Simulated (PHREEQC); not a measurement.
TMAH is added in steps, without added water, to 1 kg of water holding 0.0048 mol/kgw MgCl2, 0.031 mol/kgw NaHCO3 and 0.00014 mol/kgw KCl, at 20 °C. O2 is buffered at 0.21 atm. CO2 from the air is kept out. Solids allowed: Brucite, Magnesite, Halite, Nahcolite, Natron. Others were left out.

Base run: PHREEQC, ion-association model, wateq4f.dat. Each further column changes one thing. The table gives Mg in solution (mol/kgw).

| TMAH added (mol) | base | Davies equation for every ion | all activity coefficients set to 1 | Debye-Hückel limiting law |
|---|---|---|---|---|
| 0 | 0.00176 | 0.00182 | 0.00103 | 0.00209 |
| 0.00675 | 3.93e-5 | 4.15e-5 | 2.01e-5 | 5.50e-5 |
| 0.0135 | 1.72e-5 | 1.78e-5 | 1.21e-5 | 2.29e-5 |
| 0.02025 | 1.42e-5 | 1.47e-5 | 1.11e-5 | 1.88e-5 |
| 0.027 | 1.32e-5 | 1.36e-5 | 1.07e-5 | 1.76e-5 |
| 0.03375 | 1.38e-5 | 1.42e-5 | 1.12e-5 | 1.89e-5 |
| 0.0405 | 1.35e-5 | 1.39e-5 | 1.10e-5 | 1.91e-5 |
| 0.04725 | 3.28e-6 | 3.15e-6 | 3.19e-6 | 3.76e-6 |
| 0.054 | 1.03e-6 | 9.85e-7 | 9.66e-7 | 1.20e-6 |

(CH3)4N+ isn't in the database: it is added as a free cation with an ion size of 4 Å.
